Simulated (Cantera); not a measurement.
A freely propagating, adiabatic, planar premixed flame of 33.3 % H2, 13.9 % O2, 52.2 % N2, 0.632 % H2O, equivalence ratio 1.2, unburnt at 600 K and 11000 Pa; mixture-averaged transport, grid criteria slope 0.08 and curve 0.16, no radiation.

Model: the H2/O2 subset of GRI-Mech 3.0, which has no nitrogen chemistry, integrated in Cantera. Burning velocities carry a grid error of a few per cent, more on coarse grids.

Q: Predict: laminar burning velocity; thermal thickness; peak x(O); peak x(OH); peak x(HO2).

A: 
| Property | Result |
|---|---|
| laminar burning velocity | 621 cm/s |
| thermal thickness | 8.25 mm |
| peak x(O) | 0.0131 |
| peak x(OH) | 0.0171 |
| peak x(HO2) | 4.20e-5 |
